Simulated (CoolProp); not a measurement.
Vapour-liquid equilibrium of ethylene (1) + n-perfluorobutane (2) at -44.05 °C; x and y are mole fractions of (1).

Model: multi-fluid Helmholtz-energy mixture model, Smukala 2000 and Gao 2022; pair parameters Bell 2016, in CoolProp.

| x | bubble pressure (MPa) | y at the bubble point | dew pressure at overall composition x (MPa) | liquid density (mol/L) |
|---|---|---|---|---|
| 0.05 | 0.1631 | 0.921 | 0.01330 | 7.550 |
| 0.15 | 0.4798 | 0.972 | 0.01487 | 8.054 |
| 0.25 | 0.7370 | 0.981 | 0.01686 | 8.610 |
| 0.35 | 0.8925 | 0.984 | 0.01947 | 9.228 |
| 0.45 | 0.9626 | 0.985 | 0.02302 | 9.923 |
| 0.55 | 0.9882 | 0.986 | 0.02815 | 10.71 |
| 0.65 | 1.006 | 0.986 | 0.03622 | 11.63 |
| 0.75 | 1.041 | 0.987 | 0.05078 | 12.72 |
| 0.85 | 1.107 | 0.990 | 0.08492 | 14.04 |
| 0.95 | 1.213 | 0.996 | 0.2602 | 15.71 |

No azeotrope shows between x = 0.05 and 0.95.

Pair parameters are fitted to limited data, so mixtures are less certain than the pure fluids. The gap from Raoult's law changes sign with composition, which may be real or a fault of the pair parameters; it wasn't checked against measurements. With so large a gap from Raoult's law the liquid may split in two, which this calculation doesn't test in full.
